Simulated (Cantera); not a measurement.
Equilibrium for roasting and sulfation: MgO + SO3 + H2O

A closed system holds: 1 mol MgO, 2.6 mol SO3, 0.38 mol H2O, held at 101000 Pa.

Method: chemical equilibrium by Gibbs-energy minimisation in Cantera with the NASA 1993 tables (ideal gas, pure condensed phases). Candidate condensed phases: H2O, H2SO4, Mg, MgO, Mg(OH)2, MgS, MgSO4, S; 26 gas species. Equilibrium is a limit: real reactors are often held back by kinetics, nucleation or transport.

```
T (°C)  x SO2   x O2   x H2O    x SO3  n MgSO4(s)  n MgO(s)
------  -----  -----  ------  -------  ----------  --------
900     0.515  0.258   0.142   0.0846        1.00         0
950     0.533  0.267   0.141   0.0594        1.00         0
1000    0.545  0.273   0.140   0.0423        1.00         0
1050    0.554  0.277   0.139   0.0307        1.00         0
1100    0.590  0.295  0.0899   0.0246           0      1.00
1150    0.595  0.297  0.0896   0.0185           0      1.00
1200    0.598  0.299  0.0894   0.0141           0      1.00
1250    0.600  0.300  0.0892   0.0110           0      1.00
1300    0.601  0.301  0.0891  0.00870           0      1.00
1350    0.603  0.301  0.0890  0.00697           0      1.00
```
x: gas mole fraction; n: condensed amount in mol.

From 900 °C to 1050 °C the condensed part is MgSO4(s). From 1100 °C to 1350 °C the condensed part is MgO(s).
